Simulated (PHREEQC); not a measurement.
1 kg of water holding 0.0046 mol/kgw NaCl and 0.23 mol/kgw Na2CO3 is evaporated at 20 °C; the solids stay in contact with the brine. CO2 is held at log p = -3.4 (atm). Only these solids could form: Halite, Nahcolite, Natron, Trona.

The numbers come from PHREEQC with the Pitzer model, pitzer.dat.

```csv
water left (kg),ionic strength,water activity,Trona (mol),Cl in solution (mol/kgw),Na in solution (mol/kgw)
0.9991,0.643,0.989,0,0.00460,0.465
0.8211,0.788,0.987,0,0.00560,0.566
0.6748,0.965,0.985,0,0.00682,0.689
0.5546,1.18,0.982,0,0.00829,0.838
0.4557,1.44,0.979,0,0.0101,1.02
0.3745,1.77,0.975,0,0.0123,1.24
0.3078,2.16,0.970,0,0.0149,1.51
0.2529,2.64,0.965,0,0.0182,1.84
0.2078,3.22,0.959,0,0.0221,2.24
0.1708,3.93,0.951,0,0.0269,2.72
0.1403,4.79,0.941,0,0.0328,3.31
0.1153,5.84,0.928,0,0.0399,4.03
0.09472,7.12,0.912,0,0.0486,4.90
0.0778,8.67,0.891,0,0.0591,5.97
0.06308,9.38,0.880,0.0190,0.0729,6.46
0.05049,9.37,0.880,0.0462,0.0911,6.46
0.04013,9.34,0.880,0.0686,0.115,6.45
0.03163,9.31,0.879,0.0870,0.145,6.43
0.02465,9.27,0.878,0.102,0.187,6.42
0.01889,9.21,0.877,0.115,0.244,6.39
0.01417,9.13,0.876,0.125,0.325,6.36
```

Trona from water left = 0.06308 kg (pH 10.15).
